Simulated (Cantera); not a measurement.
Input: 1 mol Si, 22 mol CO2, 2.8 mol N2, equilibrated at 2023 K and 92.0 mbar.

Method: chemical equilibrium by Gibbs-energy minimisation in Cantera with the NASA 1993 tables (ideal gas, pure condensed phases). Candidate condensed phases: C, Si, SiC, SiO2, Si2N2O, Si3N4; 34 gas species. The tables hold silica as quartz up to 1696 K and as liquid above; real silica turns to tridymite and cristobalite and melts near 1996 K. The numbers say what is thermodynamically allowed, not how fast it happens.

Base state: CO2 0.799, N2 0.112, CO 0.0857, O2 0.00242, NO 0.000330, O 0.000129, SiO 2.56e-5 (mole fractions); condensed: SiO2(l).

Task: What changes in the equilibrium state with this change: temperature from 2023 K to 1973 K?

Result: 
```
species                 before     after
--------------------  --------  --------
CO2                      0.799     0.803
N2                       0.112     0.113
CO                      0.0857    0.0830
O2                     0.00242   0.00112
SiO                    2.56e-5   1.18e-5
O                     0.000129   6.00e-5
NO                    0.000330  0.000197
SiO2(l), mol             0.999         0
SiO2(condensed), mol         0     1.000
```

Task: What changes in the equilibrium state with this change: pressure from 92.0 mbar to 1.00 bar?

Result: 
```json
[
 {"species": "CO2", "before": "0.799", "after": "0.806"},
 {"species": "N2", "before": "0.112", "after": "0.113"},
 {"species": "CO", "before": "0.0857", "after": "0.0812"},
 {"species": "O2", "before": "0.00242", "after": "0.000251"},
 {"species": "SiO", "before": "2.56e-5", "after": "2.22e-6"},
 {"species": "O", "before": "0.000129", "after": "1.26e-5"},
 {"species": "NO", "before": "0.000330", "after": "0.000107"},
 {"species": "SiO2(l), mol", "before": "0.999", "after": "1.000"}
]
```
